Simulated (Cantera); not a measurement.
A perfectly stirred reactor is fed with CH3OH : O2 : N2 = 1 : 2.24 : 8.42 (molar parts), at 41000 Pa; it is adiabatic with a 600 K inlet, and is followed from long to short residence time, starting on the burning branch (τ in s: 0.055, 0.026, 0.012, 0.0057, 0.0027, 0.0012, 0.00058, 0.00027, 0.00013, 6e-05, 2.8e-05, 1.3e-05).

Cantera simulation using GRI-Mech 3.0 (53 species, 325 reactions); the numbers are that mechanism's predictions, not measurements. GRI-Mech 3.0 was tuned for natural gas; its chemistry of methanol as a main component is partial and can be far from experiment.

### Question
What does this change do: pressure from 41000 Pa to 101000 Pa?

### Answer
```csv
quantity,before,after
"blow-out, bracketed by the residence times tried","burning at 0.270 ms, out at 0.130 ms","burning at 0.130 ms, out at 60.0 µs"
x(CH3OH) at τ = 55.0 ms,3.31e-6,2.33e-6
x(O2) at τ = 55.0 ms,0.0610,0.0606
x(CH3) at τ = 55.0 ms,1.00e-7,9.10e-8
x(CH4) at τ = 55.0 ms,1.75e-8,2.54e-8
x(C2H6) at τ = 55.0 ms,<1e-12,<1e-12
x(CH3OH) at τ = 0.580 ms,0.000109,5.83e-5
x(O2) at τ = 0.580 ms,0.0691,0.0654
x(CH3) at τ = 0.580 ms,8.91e-6,3.27e-6
x(CH4) at τ = 0.580 ms,1.20e-6,5.07e-7
x(C2H6) at τ = 0.580 ms,1.24e-10,2.35e-11
```
